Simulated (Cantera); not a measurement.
Input: 1 mol SiCl₄, 9.9 mol H₂, 2.7 mol Cl₂, held at 1375 K and 27.0 bar.

Equilibrium computed with Cantera from the NASA thermochemical tables; the gas is ideal and each condensed phase is pure. Candidate condensed phases: Si; 19 gas species. The tables' values for SiCl₃ are old estimates; treat these amounts as uncertain. Equilibrium is a limit: real reactors are often held back by kinetics, nucleation or transport.

Base state: H₂ 0.523, HCl 0.403, SiCl₄ 0.0670, SiHCl₃ 0.00554, SiCl₃ 0.000837, SiH₂Cl₂ 6.79e-5, SiCl₂ 4.80e-5 (mole fractions); condensed: gas only.

Question: What changes in the equilibrium state with this change: temperature from 1375 K to 1298 K?

Answer: 
```
species    before     after
-------  --------  --------
H₂          0.523     0.525
HCl         0.403     0.402
SiCl₄      0.0670    0.0690
SiCl₂     4.80e-5   1.09e-5
SiCl₃    0.000837  0.000355
SiH₂Cl₂   6.79e-5   3.39e-5
```
